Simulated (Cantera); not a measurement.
An adiabatic, constant-pressure homogeneous reactor starts with CH3OH : O2 : N2 : H2O = 1 : 0.59 : 2.82 : 0.52 (molar parts), equivalence ratio 2.5, at 1375 K and 13.0 bar.

Model: GRI-Mech 3.0 (53 species, 325 reactions), integrated in Cantera. GRI-Mech 3.0 was tuned for natural gas; its chemistry of methanol as a main component is partial and can be far from experiment. The pressure lies above the range GRI-Mech 3.0 was tuned for (to about 10 atm).

One state of this run: T (K) = 2161; x CH3OH = 1.86e-11; x O2 = 1.26e-7; x H2O = 0.234; x C2H4 = <1e-12; x C2H2 = 1.57e-12; x O = 2.07e-7; x NO2 = 2.10e-11. x: mole fraction; the columns are a selection and need not sum to one.

Q: Which value of t (s) does it belong to?
A. 6.08e-5
B. 0.00458
C. 0.000179
D. 0.117

A: D, 0.117
